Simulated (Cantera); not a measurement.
Cantera with NASA thermochemical tables; ideal gases at 1 bar, condensed phases pure. Values are per mole of reaction as written; species without (g) are pure solids or liquids, kept so even where they would boil at 1 bar.

### Question
Between 1775 and 2375 K, where is each reaction favourable under standard conditions?
- 3 TaO₂(g) = 3 Ta + 2 O₃(g)

### Answer
- 3 TaO₂(g) = 3 Ta + 2 O₃(g): ΔG° is 1267 kJ at 1775 K and 1377 kJ at 2375 K; it stays positive (K < 1). ΔH° is 966 kJ and ΔS° -173 J/K at 2375 K.
